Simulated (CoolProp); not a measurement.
Vapour-liquid equilibrium of R22 (1) + R152A (2) at 29.45 °C; x and y are mole fractions of (1).

Model: multi-fluid Helmholtz-energy mixture model, Kamei 1995 and Outcalt 1996; pair parameters Bell 2016, in CoolProp.

```tsv
x	bubble pressure (kPa)	y at the bubble point	dew pressure at overall composition x (kPa)	liquid density (mol/L)
0.05	697.0	0.070	691.7	13.46
0.125	724.8	0.171	711.7	13.48
0.2	753.8	0.267	733.1	13.50
0.275	784.3	0.359	756.2	13.52
0.35	816.4	0.446	781.2	13.53
0.425	850.2	0.528	808.4	13.55
0.5	886.0	0.606	838.3	13.56
0.575	923.8	0.679	871.4	13.58
0.65	963.7	0.747	908.5	13.58
0.725	1006	0.810	950.4	13.59
0.8	1050	0.869	998.5	13.59
0.875	1095	0.922	1055	13.59
0.95	1143	0.970	1122	13.58
```

No azeotrope shows between x = 0.05 and 0.95.

Pair parameters are fitted to limited data, so mixtures are less certain than the pure fluids.
